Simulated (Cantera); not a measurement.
Input: 1 mol SiF₄, 3.8 mol O₂, 0.87 mol H₂, equilibrated at 952 °C and 63.8 Torr.

Method: chemical equilibrium by Gibbs-energy minimisation in Cantera with the NASA 1993 tables (ideal gas, pure condensed phases). Candidate condensed phases: H₂O, Si, SiO₂; 38 gas species. The tables hold silica as quartz up to 1696 K and as liquid above; real silica turns to tridymite and cristobalite and melts near 1996 K. Rates play no part.

Q: What is the equilibrium state?

A: 
| Item | Value |
|---|---|
| x(O₂) | 0.603 |
| x(HF) | 0.246 |
| x(SiF₄) | 0.118 |
| x(H₂O) | 0.0331 |
| x(OH) | 5.79e-6 |
| n(SiO₂(β-quartz)) | 0.343 mol |
| gas amount | 5.578 mol |
| log10 activity of Si(s) (absent) | -28.17 |
